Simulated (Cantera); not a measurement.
Charge: 1 mol SO2, 0.7 mol O2, equilibrated at 2248 K and 0.110 bar.

Equilibrium computed with Cantera from the NASA thermochemical tables; the gas is ideal and each condensed phase is pure. Candidate condensed phases: S; 10 gas species. The numbers say what is thermodynamically allowed, not how fast it happens.

Base state: SO2 0.582, O2 0.408, O 0.00702, SO 0.00301, SO3 0.000374 (mole fractions); condensed: gas only.

Problem. What changes in the equilibrium state with this change: temperature from 2248 K to 948 K?

Solution. 
```json
[
 {"species": "SO2", "before": "0.582", "after": "0.401"},
 {"species": "O2", "before": "0.408", "after": "0.334"},
 {"species": "SO3", "before": "0.000374", "after": "0.265"},
 {"species": "O", "before": "0.00702", "after": "<1e-9"},
 {"species": "SO", "before": "0.00301", "after": "<1e-9"}
]
```

Problem. What changes in the equilibrium state with this change: pressure from 0.110 bar to 10.0 mbar?

Solution. 
```tsv
species	before	after
SO2	0.582	0.569
O2	0.408	0.398
O	0.00702	0.0230
S	4.46e-6	4.91e-5
SO3	0.000374	0.000109
SO	0.00301	0.00988
```
